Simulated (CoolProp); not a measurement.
Model: reference Helmholtz-energy equation of state, Thol 2018, in CoolProp.

Task: Give the vapour pressure (MPa), liquid density (kg/m³), vapour density (kg/m³), liquid cp (kJ/(kg K)) of saturated hydrogen chloride at 226.9 K.

Result: 
```csv
T (K),p (MPa),liquid density (kg/m³),vapour density (kg/m³),liquid cp (kJ/(kg K))
226.9,0.609,1080,13.0,1.72
```
